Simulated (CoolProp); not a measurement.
Vapour-liquid equilibrium of R134a (1) + R152A (2) at 40.1 kPa; x and y are mole fractions of (1).

Values from CoolProp's multi-fluid Helmholtz-energy mixture model, Tillner-Roth 1994 and Outcalt 1996; pair parameters Lemmon 2004.

```
x     bubble temperature (°C)  y at the bubble point  dew temperature at overall composition x (°C)  liquid density (mol/L)
----  -----------------------  ---------------------  ---------------------------------------------  ----------------------
0.05                    -43.0                      ?                                          -43.0                   15.78
0.2                     -42.7                  0.192                                          -42.7                   15.43
0.35                    -42.7                  0.354                                          -42.7                   15.11
0.5                     -42.8                  0.520                                          -42.8                       ?
0.65                    -43.2                  0.682                                          -43.1                   14.56
0.8                     -43.7                  0.831                                              ?                   14.32
0.95                    -44.3                      ?                                          -44.3                   14.09
```

Fill in the missing entries.


- 0.05, y at the bubble point: 0.045
- 0.5, liquid density (mol/L): 14.82
- 0.8, dew temperature at overall composition x (°C): -43.6
- 0.95, y at the bubble point: 0.961

y crosses x between x = 0.2 and 0.35: the model has an azeotrope there.

Pair parameters are fitted to limited data, so mixtures are less certain than the pure fluids.
